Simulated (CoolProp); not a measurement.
Carbonyl sulfide along the isotherm 422.9 K: fugacity coefficient from the reference equation and from simpler models built on Tc = 378.8 K, pc = 6369 kPa, ω = 0.098; each cubic takes its own stable root.

Computed with CoolProp (reference Helmholtz-energy equation of state, Lemmon 2006). It is a short technical equation, of lower accuracy than the large ones.

| p (kPa) | phase | reference | van der Waals | Redlich-Kwong | Soave-Redlich-Kwong | Peng-Robinson |
|---|---|---|---|---|---|---|
| 3570 | gas | 0.8701 | 0.8746 | 0.8662 | 0.8694 | 0.8534 |
| 7140 | supercritical | 0.7454 | 0.7495 | 0.7401 | 0.7467 | 0.7210 |
| 10700 | supercritical | 0.6265 | 0.6227 | 0.6225 | 0.6334 | 0.6038 |
| 14300 | supercritical | 0.5307 | 0.5337 | 0.5322 | 0.5448 | 0.5143 |
| 17900 | supercritical | 0.4676 | 0.4802 | 0.4734 | 0.4861 | 0.4548 |
| 21400 | supercritical | 0.4265 | 0.4474 | 0.4350 | 0.4475 | 0.4152 |
| 25000 | supercritical | 0.3969 | 0.4257 | 0.4075 | 0.4198 | 0.3863 |
| 28600 | supercritical | 0.3759 | 0.4121 | 0.3880 | 0.4002 | 0.3653 |
| 32100 | supercritical | 0.3611 | 0.4043 | 0.3744 | 0.3865 | 0.3502 |
| 35700 | supercritical | 0.3501 | 0.4005 | 0.3644 | 0.3766 | 0.3386 |
| 39300 | supercritical | 0.3423 | 0.4000 | 0.3576 | 0.3698 | 0.3301 |
| 42900 | supercritical | 0.3371 | 0.4023 | 0.3532 | 0.3655 | 0.3238 |
| 46400 | supercritical | 0.3338 | 0.4066 | 0.3508 | 0.3632 | 0.3196 |
| 50000 | supercritical | 0.3322 | 0.4131 | 0.3499 | 0.3624 | 0.3167 |
